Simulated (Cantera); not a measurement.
Cantera with NASA thermochemical tables; ideal gases at 1 bar, condensed phases pure. Values are per mole of reaction as written; species without (g) are pure solids or liquids, kept so even where they would boil at 1 bar.

3 P₄O₁₀ = 6 P₂(g) + 10 O₃(g)

| T (K) | ΔH° (kJ) | ΔS° (J/K) | ΔG° (kJ) | log10 K |
|---|---|---|---|---|
| 300 | 11309.8 | 3012.2 | 10406.1 | -1811.84 |
| 373 | 11303.6 | 2994.0 | 10186.9 | -1426.53 |
| 423 | 11296.7 | 2976.6 | 10037.6 | -1239.48 |
| 473 | … | … | … | … |
| 523 | 11277.0 | 2935.2 | 9741.9 | -972.96 |
| 573 | … | … | … | … |
| 623 | 11249.9 | 2888.0 | 9450.7 | -792.37 |

What belongs in the gaps?


- 473, ΔH° (kJ): 11287.8
- 473, ΔS° (J/K): 2956.8
- 473, ΔG° (kJ): 9889.2
- 473, log10 K: -1092.07
- 573, ΔH° (kJ): 11264.4
- 573, ΔS° (J/K): 2912.1
- 573, ΔG° (kJ): 9595.7
- 573, log10 K: -874.73
